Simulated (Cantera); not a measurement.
A closed system holds: 1 mol Si3N4, 41 mol Cl2, held at 75.0 Torr.

These are equilibrium values from Cantera (NASA tables, ideal gas, pure condensed phases), not measurements of a reactor. Candidate condensed phases: Si, Si3N4; 13 gas species. The tables' values for SiCl3 are old estimates; treat these amounts as uncertain. Kinetics and transport are ignored.

x: gas mole fraction; nothing condenses.

| T (K) | x Cl2 | x Cl | x SiCl4 | x N2 | x SiCl3 | x SiCl2 | x SiCl |
|---|---|---|---|---|---|---|---|
| 773 | 0.875 | 1.45e-5 | 0.0750 | 0.0500 | <1e-12 | <1e-12 | <1e-12 |
| 873 | 0.875 | 0.000131 | 0.0750 | 0.0500 | 1.52e-12 | <1e-12 | <1e-12 |
| 973 | 0.874 | 0.000759 | 0.0750 | 0.0500 | 6.89e-11 | <1e-12 | <1e-12 |
| 1073 | 0.872 | 0.00318 | 0.0749 | 0.0499 | 1.53e-9 | <1e-12 | <1e-12 |
| 1173 | 0.865 | 0.0104 | 0.0746 | 0.0497 | 1.98e-8 | <1e-12 | <1e-12 |
| 1273 | 0.849 | 0.0283 | 0.0739 | 0.0493 | 1.72e-7 | 2.61e-12 | <1e-12 |
| 1373 | 0.814 | ? | 0.0725 | 0.0484 | 1.08e-6 | ? | <1e-12 |
| 1473 | 0.750 | 0.133 | 0.0700 | 0.0467 | 5.31e-6 | 1.38e-9 | <1e-12 |
| 1573 | 0.652 | 0.238 | 0.0660 | 0.0440 | 2.14e-5 | 1.82e-8 | <1e-12 |
| 1673 | 0.520 | 0.379 | 0.0607 | 0.0405 | 7.40e-5 | 1.88e-7 | <1e-12 |
| 1773 | ? | ? | ? | ? | 0.000231 | ? | <1e-12 |
| 1873 | 0.239 | 0.679 | 0.0488 | 0.0330 | 0.000670 | 1.30e-5 | 1.68e-11 |
| 1973 | 0.139 | 0.785 | 0.0436 | 0.0303 | 0.00185 | 9.37e-5 | 5.21e-10 |
| 2073 | 0.0776 | 0.851 | 0.0376 | 0.0286 | 0.00464 | 0.000590 | 1.29e-8 |

Complete the blanks.


- 1773, x Cl2: 0.372
- 1773, x Cl: 0.536
- 1773, x SiCl4: 0.0547
- 1773, x N2: 0.0366
- 1773, x SiCl2: 1.65e-6
- 1373, x Cl: 0.0656
- 1373, x SiCl2: 7.45e-11
